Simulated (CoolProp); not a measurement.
Saturated liquid density (kg/m³) of n-nonane: the reference equation beside estimates from Tc = 594.5 K, pc = 2282 kPa, ω = 0.443.

Computed with CoolProp (reference Helmholtz-energy equation of state, Lemmon 2006). It is a short technical equation, of lower accuracy than the large ones.

```
T (K)  reference  Soave-Redlich-Kwong  Peng-Robinson
-----  ---------  -------------------  -------------
446.2      587.8                498.6          564.8
451.3      582.8                493.6          559.3
456.4      577.7                488.5          553.7
461.5      572.4                483.3          547.9
466.6      567.2                477.9          541.9
471.7      561.8                472.3          535.7
476.8      556.2                466.6          529.3
482        550.5                460.5          522.5
487.1      544.7                454.4          515.6
492.2      538.8                448.1          508.5
497.3      532.8                441.5          501.1
502.4      526.6                434.8          493.5
507.5      520.1                427.7          485.5
```

Absolute difference from the reference over all 13 rows, mean and median: Soave-Redlich-Kwong 16.3 and 16.1 %, Peng-Robinson 5.0 and 4.8 %.
